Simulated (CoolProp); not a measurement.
Model: reference Helmholtz-energy equation of state, Thol 2017, in CoolProp.

Task: Give the vapour pressure (MPa), liquid density (kg/m³), vapour density (kg/m³), liquid cp (kJ/(kg K)) of saturated octamethyltrisiloxane (MDM) at 124.95, 167.25, 201.15 °C.

Result: 
```csv
T (°C),p (MPa),liquid density (kg/m³),vapour density (kg/m³),liquid cp (kJ/(kg K))
124.95,0.0463,708,3.45,2.04
167.25,0.147,656,10.5,2.15
201.15,0.309,608,22.2,2.26
```
